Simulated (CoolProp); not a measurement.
A single-stage vapour-compression cycle with the fluid: evaporating at 279.15 K (dew point), condensing at 315.15 K (bubble point), superheat 0 K, subcooling 2 K, compressor efficiency 0.9, no pressure losses. The same conditions are run with several fluids, on thermodynamics alone (safety and materials aside).

The numbers come from the reference Helmholtz-energy equation of state of each fluid (chlorine: Thol 2021; n-pentane: Thol 2019; R1336mzz(E): Akasaka 2023; R1336mzz(Z): McLinden 2020; cyclopentane: Gedanitz 2015; propylene: Lemmon 2013) in CoolProp.

| fluid | cooling COP | pressure ratio | discharge temperature (K) | refrigerating effect (kJ/kg) | volumetric capacity (kJ/m³) |
|---|---|---|---|---|---|
| chlorine | 6.08 | 2.69 | 364.2 | 228 | 3360 |
| n-pentane | 6.16 | 3.87 | 315.2 | 302 | 306 |
| R1336mzz(E) | 5.82 | 3.61 | 315.1 | 112 | 780 |
| R1336mzz(Z) | 6.04 | 4.18 | 315.1 | 135 | 322 |
| cyclopentane | 6.40 | 4.20 | 327.0 | 358 | 206 |
| propylene | 5.68 | 2.48 | 325.3 | 278 | 4070 |

The compression ends wet for: n-pentane; R1336mzz(E); R1336mzz(Z).
